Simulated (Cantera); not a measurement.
A Cantera script and what it prints.

```python
import numpy as np
import cantera as ct

gas_names = """
    Fe FeO Fe(OH)2 H HO2 H2 H2O H2O2 H2S H2SO4 O OH O2 O3 S SH SO SO2 SO3 S2 S2O S8
""".split()
cond_names = """
    Fe(a) Fe(c) Fe(d) Fe(L) FeO(s) FeO(L) Fe(OH)2(s) Fe(OH)3(s) FeS(a) FeS(b) FeS(c) FeS(L) FeSO4(s)
    FeS2(s) Fe2O3(s) Fe2S3O12(s) Fe3O4(s) H2O(s) H2O(L) H2SO4(L) S(cr1) S(cr2) S(L)
""".split()


# ... load() reads the species with a 1 bar reference pressure and builds the phases ...
atoms = {
    'FeS2': {'Fe': 1, 'S': 2},
    'H2S': {'H': 2, 'S': 1},
    'O2': {'O': 2},
}
top_T = {'FeSO4(s)': 950, 'FeS2(s)': 1010, 'Fe2O3(s)': 1830, 'Fe2S3O12(s)': 1100, 'Fe3O4(s)': 1870}  # K; cautious upper limits of use, not melting points


# ... equilibrate(T, P, feed) seeds the gas with the atoms and calls Mixture.equilibrate('TP', solver="vcs", rtol=1e-11, max_steps=5000) ...
results = []
feed = {'FeS2': 1, 'H2S': 0.55, 'O2': 0.089}  # mol
T = 698  # K
P = 6800  # Pa
mix = equilibrate(T, P, feed)
results.append((T, P, feed, dict(zip(mix.species_names, mix.species_moles))))
x = sorted(zip(gas.X, gas.species_names), reverse=True)
print(f"T = {T:g} K  P = {P:g} Pa  gas = {mix.phase_moles(0):.4g} mol")
print("   x: " + "  ".join(f"{s} {v:.3e}" for v, s in x if v > 1e-05))
print("   condensed (mol): " + ("  ".join(f"{mix.phase(i).name} {mix.phase_moles(i):.4g}"
      for i in range(1, mix.n_phases) if mix.phase_moles(i) > 1e-12) or "none"))
```

Result:

```
T = 698 K  P = 6800 Pa  gas = 0.609 mol
   x: H2S 6.153e-01  H2O 2.873e-01  S2 7.812e-02  S8 1.609e-02  SO2 2.379e-03  H2 6.000e-04  S2O 2.638e-04
   condensed (mol): FeS2(s) 1
```

These are equilibrium values from Cantera (NASA tables, ideal gas, pure condensed phases), not measurements of a reactor. Gases not in the tables: S3 to S7.
